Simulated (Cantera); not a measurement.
**FeS2 + SO3 + O2 (roasting and sulfation)**

Feed: 1 mol FeS2, 3.3 mol SO3, 0.16 mol O2, equilibrated at 0.100 bar.

Cantera equilibrium calculation (NASA polynomials, part measured and part estimated; ideal gas, pure solids and liquids). Candidate condensed phases: Fe, FeO, FeS, FeSO4, FeS2, Fe2O3, Fe2(SO4)3, Fe3O4, S; 12 gas species. Mutual solubility and eutectic melting of coexisting phases are not modelled. The tables' stoichiometric FeO is somewhat more stable than real wüstite, so its field is too wide. FeO, FeS: taken at fixed stoichiometry. Gases not in the tables: S3 to S7. Equilibrium is a limit: real reactors are often held back by kinetics, nucleation or transport.

| T (K) | x SO2 | x S2 | x SO | x S2O | x S | x SO3 | x Fe | n FeS(s) | n Fe3O4(s) | n FeO(s) |
|---|---|---|---|---|---|---|---|---|---|---|
| 1025 | 0.955 | 0.0421 | 7.41e-5 | 0.00294 | 8.45e-9 | 7.77e-8 | <1e-12 | 0.258 | 0.247 | 0 |
| 1125 | 0.933 | 0.0625 | 0.000288 | 0.00376 | 9.82e-8 | 1.63e-7 | <1e-12 | 0.134 | 0.289 | 0 |
| 1225 | 0.910 | 0.0844 | 0.000884 | 0.00450 | 7.55e-7 | 3.02e-7 | 3.15e-12 | 0 | 0.333 | 0 |
| 1325 | 0.909 | 0.0842 | 0.00217 | 0.00436 | 3.75e-6 | 5.63e-7 | 1.54e-10 | 0 | 0.333 | 0 |
| 1425 | 0.926 | 0.0658 | 0.00446 | 0.00357 | 1.32e-5 | 1.06e-6 | 3.49e-9 | 0 | 0 | 1.00 |
| 1525 | 0.923 | 0.0648 | 0.00869 | 0.00345 | 4.36e-5 | 1.69e-6 | 5.14e-8 | 0 | 0 | 1.00 |
| 1625 | 0.918 | 0.0630 | 0.0155 | 0.00330 | 0.000123 | 2.55e-6 | 5.36e-7 | 0 | 0 | 1.000 |
x: gas mole fraction; n: condensed amount in mol.

From 1025 K to 1125 K the condensed part is FeS(s) + Fe3O4(s). From 1225 K to 1325 K the condensed part is Fe3O4(s). From 1425 K to 1625 K the condensed part is FeO(s).
